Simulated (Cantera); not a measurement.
Input: 1 mol CS2, 0.34 mol H2, 6.1 mol N2, 0.55 mol H2O, equilibrated at 2052 °C and 1200 Pa.

Equilibrium computed with Cantera from the NASA thermochemical tables; the gas is ideal and each condensed phase is pure. Equilibrium is a limit: real reactors are often held back by kinetics, nucleation or transport.

```tsv
species	before	after
N2	0.674	0.621
S	0.0430	0.116
H	0.0282	0.0999
S2	0.0562	0.0179
H2	0.0790	0.0376
CO	0.0607	0.0560
CS	0.0425	0.0447
N	3.84e-7	1.15e-5
CN	5.13e-6	4.66e-5
CS2	0.00682	0.000855
H2S	0.000566	7.96e-5
COS	1.67e-5	4.83e-6
SN	3.15e-5	7.12e-5
```
Gas species are given as mole fractions.

### Question
What was changed between the two runs?
A. H2 from 0.34 to 9 mol
B. pressure from 1200 Pa to 100000 Pa
C. temperature from 2052 °C to 2425 °C
D. pressure from 1200 Pa to 4200 Pa

### Answer
C, temperature from 2052 °C to 2425 °C
